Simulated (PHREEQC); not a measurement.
Alkaline etch or developer: an equilibrium model

Make-up at 20 °C: 0.19 mmol/kgw LiOH, 0.0041 mmol/kgw H4SiO4 and 0.34 mmol/kgw K2CO3. Closed to the air; pH follows from the charge balance.

All values are PHREEQC results (Pitzer model, pitzer.dat), not measurements.

This is a speciation only: nothing precipitates in the calculation.

### Question
What pH does the model give?

### Answer
pH 10.63.

### Question
In which forms is C present?

### Answer
CO3-2 66 %, HCO3- 34 % of the C.
